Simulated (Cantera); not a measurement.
**Hydrocarbon pyrolysis for carbon deposition**

An isothermal, constant-pressure homogeneous reactor starts with 43.5 % CH₄, 56.5 % H₂, at 1450 K and 1800 Pa.

Computed with Cantera and GRI-Mech 3.0 (53 species, 325 reactions). GRI-Mech 3.0 stops at C3 and has no aromatics, soot or wall deposition, so with more carbon than oxygen in the feed, carbon stays in small species such as C2H2 where larger ones or solid carbon would form. Radical loss at walls, strong at low pressure, is not modelled.

```json
[
 {"t (s)": "0.00100", "x CH₄": "0.435", "x H₂": "0.565", "x C₂H₄": "2.08e-10", "x C₂H₆": "3.19e-10", "x C₂H₂": "<1e-12", "x CH₂": "1.24e-12"},
 {"t (s)": "0.00359", "x CH₄": "0.435", "x H₂": "0.565", "x C₂H₄": "1.05e-8", "x C₂H₆": "1.46e-8", "x C₂H₂": "7.34e-12", "x CH₂": "1.67e-11"},
 {"t (s)": "0.0129", "x CH₄": "0.435", "x H₂": "0.565", "x C₂H₄": "4.89e-7", "x C₂H₆": "5.95e-7", "x C₂H₂": "1.60e-9", "x CH₂": "2.08e-10"},
 {"t (s)": "0.0464", "x CH₄": "0.435", "x H₂": "0.565", "x C₂H₄": "1.99e-5", "x C₂H₆": "1.48e-5", "x C₂H₂": "4.09e-7", "x CH₂": "1.92e-9"},
 {"t (s)": "0.167", "x CH₄": "0.433", "x H₂": "0.566", "x C₂H₄": "0.000415", "x C₂H₆": "7.97e-5", "x C₂H₂": "6.30e-5", "x CH₂": "7.04e-9"},
 {"t (s)": "0.599", "x CH₄": "0.425", "x H₂": "0.571", "x C₂H₄": "0.00165", "x C₂H₆": "9.09e-5", "x C₂H₂": "0.00167", "x CH₂": "7.99e-9"},
 {"t (s)": "2.15", "x CH₄": "0.398", "x H₂": "0.589", "x C₂H₄": "0.00189", "x C₂H₆": "8.06e-5", "x C₂H₂": "0.0110", "x CH₂": "7.65e-9"},
 {"t (s)": "7.74", "x CH₄": "0.322", "x H₂": "0.639", "x C₂H₄": "0.00148", "x C₂H₆": "5.55e-5", "x C₂H₂": "0.0380", "x CH₂": "6.74e-9"},
 {"t (s)": "27.8", "x CH₄": "0.181", "x H₂": "0.730", "x C₂H₄": "0.00103", "x C₂H₆": "2.13e-5", "x C₂H₂": "0.0874", "x CH₂": "5.05e-9"},
 {"t (s)": "100", "x CH₄": "0.0535", "x H₂": "0.813", "x C₂H₄": "0.000981", "x C₂H₆": "2.98e-6", "x C₂H₂": "0.132", "x CH₂": "2.93e-9"}
]
```
x: mole fraction; the columns are a selection and need not sum to one.

Equilibrium at this temperature and pressure: CH₄ 0.00793, H₂ 0.843, C₂H₄ 0.00106, C₂H₆ 2.06e-7, C₂H₂ 0.148, CH₂ 7.39e-10 (gas phase only).
